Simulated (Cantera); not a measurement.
An isothermal, constant-pressure homogeneous reactor starts with CH4 : H2 = 1 : 2 (molar parts), at 1473 K and 1600 Pa. Integrator tolerance rtol = 1e-08.

Model: GRI-Mech 3.0 (53 species, 325 reactions), integrated in Cantera. GRI-Mech 3.0 stops at C3 and has no aromatics, soot or wall deposition, so with more carbon than oxygen in the feed, carbon stays in small species such as C2H2 where larger ones or solid carbon would form. Radical loss at walls, strong at low pressure, is not modelled.

### Question
What does this change do: H2 2 to 14 parts?

### Answer
| quantity | before | after |
|---|---|---|
| x(CH4) at 30.0 s | 0.100 (gas-phase equilibrium 0.00519) | 0.0403 (gas-phase equilibrium 0.00299) |
| x(H2) at 30.0 s | 0.812 (gas-phase equilibrium 0.872) | 0.947 (gas-phase equilibrium 0.967) |
| x(CH3) at 30.0 s | 0.000144 (gas-phase equilibrium 1.13e-5) | 6.56e-5 (gas-phase equilibrium 6.17e-6) |
| x(C2H4) at 30.0 s | 0.000631 (gas-phase equilibrium 0.000634) | 0.000107 (gas-phase equilibrium 0.000170) |
| x(H) at 30.0 s | 5.77e-5 (gas-phase equilibrium 9.40e-5) | 7.65e-5 (gas-phase equilibrium 9.90e-5) |
| x(C2H) at 30.0 s | 9.78e-9 (gas-phase equilibrium 2.10e-8) | 1.57e-9 (gas-phase equilibrium 4.82e-9) |
| x(C2H2) at 30.0 s | 0.0867 (gas-phase equilibrium 0.122) | 0.0122 (gas-phase equilibrium 0.0297) |
